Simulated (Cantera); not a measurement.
## Thermodynamics of silicon epitaxy and polysilicon growth, feed Si₂Cl₆ + N₂

A closed system holds: 1 mol Si₂Cl₆, 220 mol N₂, equilibrated at 0.00530 bar.

Method: chemical equilibrium by Gibbs-energy minimisation in Cantera with the NASA 1993 tables (ideal gas, pure condensed phases). Candidate condensed phases: Si, Si₃N₄; 13 gas species. The feed counts by its element totals alone. N₂ is the only nitrogen source here; it is nearly inert below about 1500 K, so the nitride shown seldom forms there in practice. The tables' values for SiCl₃ are old estimates; treat these amounts as uncertain. Kinetics and transport are ignored.

From 777 °C to 1027 °C the condensed part is Si₃N₄(s). From 1077 °C to 1127 °C nothing is condensed. The main Si-bearing gas is SiCl₄ at 777 °C and SiCl₂ at 1127 °C.

| T (°C) | log p N₂ | log p SiCl₄ | log p SiCl₂ | log p SiCl₃ | log p Cl | n Si₃N₄(s) |
|---|---|---|---|---|---|---|
| 777 | -2.28 | -4.45 | -7.46 | -6.58 | -9.47 | 0.166 |
| 827 | -2.28 | -4.45 | -6.83 | -6.21 | -8.96 | 0.164 |
| 877 | -2.28 | -4.46 | -6.25 | -5.88 | -8.49 | 0.158 |
| 927 | -2.28 | -4.48 | -5.74 | -5.58 | -8.07 | 0.145 |
| 977 | -2.28 | -4.53 | -5.27 | -5.33 | -7.68 | 0.113 |
| 1027 | -2.28 | -4.63 | -4.87 | -5.14 | -7.34 | 0.0479 |
| 1077 | -2.28 | -4.71 | -4.71 | -5.06 | -6.92 | 0 |
| 1127 | -2.28 | -4.72 | -4.71 | -5.03 | -6.41 | 0 |
log p: log10 of the partial pressure in bar; n: condensed amount in mol.
